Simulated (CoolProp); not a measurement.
Vapour-liquid equilibrium of propane (1) + isobutene (2) at 1.45 MPa; x and y are mole fractions of (1).

The numbers come from the multi-fluid Helmholtz-energy mixture model, Lemmon 2009 and Lemmon 2005; pair parameters Bell 2016 in CoolProp.

```
x      bubble temperature (K)  y at the bubble point  dew temperature at overall composition x (K)  liquid density (mol/L)
-----  ----------------------  ---------------------  --------------------------------------------  ----------------------
0.05                        ?                  0.102                                         359.4                   8.936
0.125                   352.1                  0.233                                         356.4                   9.090
0.2                     347.6                  0.343                                         353.4                   9.230
0.275                       ?                  0.437                                         350.4                   9.361
0.35                    339.9                  0.520                                         347.3                   9.486
0.425                   336.6                  0.595                                         344.1                   9.607
0.5                     333.5                  0.663                                         340.8                   9.727
0.575                   330.5                  0.726                                             ?                   9.846
0.65                    327.7                  0.784                                         334.1                   9.965
0.725                   325.0                  0.837                                         330.5                   10.08
0.8                         ?                  0.887                                         326.9                   10.20
0.875                   319.7                  0.933                                         323.0                   10.32
0.95                    317.3                  0.975                                         318.7                   10.43
```

Task: Fill in the missing entries.

Result: 
- 0.05, bubble temperature (K): 357.3
- 0.275, bubble temperature (K): 343.6
- 0.575, dew temperature at overall composition x (K): 337.5
- 0.8, bubble temperature (K): 322.3

No azeotrope shows between x = 0.05 and 0.95.

The pair parameters rest on a limited set of measurements; away from them the model extrapolates. The gap from Raoult's law changes sign with composition, which may be real or a fault of the pair parameters; it wasn't checked against measurements.
